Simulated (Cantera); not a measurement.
Charge: 1 mol Si2Cl6, 0.043 mol HCl, 9.5 mol H2, held at 1298 K and 110 Pa.

These are equilibrium values from Cantera (NASA tables, ideal gas, pure condensed phases), not measurements of a reactor. The feed counts by its element totals alone. The tables' values for SiCl3 are old estimates; treat these amounts as uncertain. The numbers say what is thermodynamically allowed, not how fast it happens.

| species | before | after |
|---|---|---|
| H2 | 0.677 | 0.697 |
| HCl | 0.180 | 0.164 |
| SiCl2 | 0.127 | 0.102 |
| SiCl4 | 0.00506 | 0.0167 |
| SiCl3 | 0.0104 | 0.0169 |
| SiH2Cl2 | 2.06e-5 | 8.72e-5 |
| SiHCl3 | 0.000861 | 0.00322 |
| H | 2.66e-5 | 1.20e-5 |
| Si(s), mol | 0.225 | 0.303 |
Gas species are given as mole fractions.

Task: What was changed between the two runs?
A. pressure from 110 Pa to 560 Pa
B. Si2Cl6 replaced by SiH4
C. temperature from 1298 K to 1123.15 K
D. Si2Cl6 replaced by SiCl4

Result: A, pressure from 110 Pa to 560 Pa
